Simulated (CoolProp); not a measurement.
Vapour-liquid equilibrium of R22 (1) + R11 (2) at 5.41 bar; x and y are mole fractions of (1).

Values from CoolProp's multi-fluid Helmholtz-energy mixture model, Kamei 1995 and Jacobsen 1992; pair parameters Bell 2016.

```json
[
 {"x": "0.05", "bubble temperature, mixture model (°C)": "68.1", "bubble temperature, Raoult's law (°C)": "70.3", "y, mixture model": "0.290", "y, Raoult's law": "0.278"},
 {"x": "0.125", "bubble temperature, mixture model (°C)": "53.0", "bubble temperature, Raoult's law (°C)": "57.3", "y, mixture model": "0.547", "y, Raoult's law": "0.529"},
 {"x": "0.2", "bubble temperature, mixture model (°C)": "42.3", "bubble temperature, Raoult's law (°C)": "47.4", "y, mixture model": "0.687", "y, Raoult's law": "0.676"},
 {"x": "0.275", "bubble temperature, mixture model (°C)": "34.5", "bubble temperature, Raoult's law (°C)": "39.5", "y, mixture model": "0.770", "y, Raoult's law": "0.770"},
 {"x": "0.35", "bubble temperature, mixture model (°C)": "28.6", "bubble temperature, Raoult's law (°C)": "33.0", "y, mixture model": "0.824", "y, Raoult's law": "0.833"},
 {"x": "0.425", "bubble temperature, mixture model (°C)": "23.9", "bubble temperature, Raoult's law (°C)": "27.5", "y, mixture model": "0.862", "y, Raoult's law": "0.877"},
 {"x": "0.5", "bubble temperature, mixture model (°C)": "20.1", "bubble temperature, Raoult's law (°C)": "22.8", "y, mixture model": "0.890", "y, Raoult's law": "0.909"},
 {"x": "0.575", "bubble temperature, mixture model (°C)": "16.7", "bubble temperature, Raoult's law (°C)": "18.7", "y, mixture model": "0.913", "y, Raoult's law": "0.933"},
 {"x": "0.65", "bubble temperature, mixture model (°C)": "13.8", "bubble temperature, Raoult's law (°C)": "15.1", "y, mixture model": "0.932", "y, Raoult's law": "0.952"},
 {"x": "0.725", "bubble temperature, mixture model (°C)": "11.2", "bubble temperature, Raoult's law (°C)": "11.9", "y, mixture model": "0.948", "y, Raoult's law": "0.967"},
 {"x": "0.8", "bubble temperature, mixture model (°C)": "8.7", "bubble temperature, Raoult's law (°C)": "9.0", "y, mixture model": "0.963", "y, Raoult's law": "0.978"},
 {"x": "0.875", "bubble temperature, mixture model (°C)": "6.3", "bubble temperature, Raoult's law (°C)": "6.4", "y, mixture model": "0.978", "y, Raoult's law": "0.988"},
 {"x": "0.95", "bubble temperature, mixture model (°C)": "4.1", "bubble temperature, Raoult's law (°C)": "4.1", "y, mixture model": "0.991", "y, Raoult's law": "0.996"}
]
```

The largest gap from Raoult's law is -5.1 K in bubble temperature, at x = 0.2. No azeotrope shows between x = 0.05 and 0.95.

The pair parameters rest on a limited set of measurements; away from them the model extrapolates.
